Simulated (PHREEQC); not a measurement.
1 kg of water holding 0.0069 mol NaCl and 0.16 mol Na2SO4 is evaporated at 20 °C; the solids stay in contact with the brine. No CO2 enters from the air. Only these solids could form: Halite, Mirabilite, Thenardite.

The series has 18 steps of water left (kg), from 1 to 0.008538.

Model: Pitzer model, pitzer.dat, run in PHREEQC.

### Question
Which solids form, in which order, and at which step of the series does each first stand?

### Answer
Mirabilite from water left = 0.1148 kg.

Species that the database lacks are ignored.
